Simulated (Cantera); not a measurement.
A closed system holds: 1 mol Si, 1.6 mol HCl, 4.9 mol H₂, 0.2 mol HF, equilibrated at 3.80 bar.

Method: chemical equilibrium by Gibbs-energy minimisation in Cantera with the NASA 1993 tables (ideal gas, pure condensed phases). Candidate condensed phases: Si; 37 gas species. The tables' values for SiCl₃ are old estimates; treat these amounts as uncertain. Kinetics and transport are ignored.

Problem. At 575 °C, list the 4 most abundant gas species with their mole fractions, and the condensed phases.

Solution. H₂ 0.914, SiHCl₃ 0.0372, SiCl₄ 0.0347, SiF₄ 0.00593. Condensed: Si(s).
